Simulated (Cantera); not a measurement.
An adiabatic, constant-volume homogeneous reactor starts with 17.0 % CO, 13.8 % H2, 0.952 % CH4, 10.2 % O2, 58.0 % N2, 0.134 % H2O, equivalence ratio 1.7, at 1373 K and 10500 Torr.

Cantera simulation using GRI-Mech 3.0 (53 species, 325 reactions); the numbers are that mechanism's predictions, not measurements. The pressure lies above the range GRI-Mech 3.0 was tuned for (to about 10 atm).

**Question.** Predict: time of steepest temperature rise; temperature at 0.800 s; equilibrium temperature; x(CO) at 0.800 s; x(H2) at 0.800 s; x(HCO) at 0.800 s; x(HO2) at 0.800 s.

**Answer.** 
```json
{
  "time_of_steepest_temperature_rise": "5.15 µs",
  "temperature at 0.800 s": "2948 K",
  "equilibrium_temperature": "2948 K",
  "x(CO) at 0.800 s": "0.126 (gas-phase equilibrium 0.126)",
  "x(H2) at 0.800 s": "0.0334 (gas-phase equilibrium 0.0334)",
  "x(HCO) at 0.800 s": "1.32e-6 (gas-phase equilibrium 1.32e-6)",
  "x(HO2) at 0.800 s": "1.56e-6 (gas-phase equilibrium 1.56e-6)"
}
```
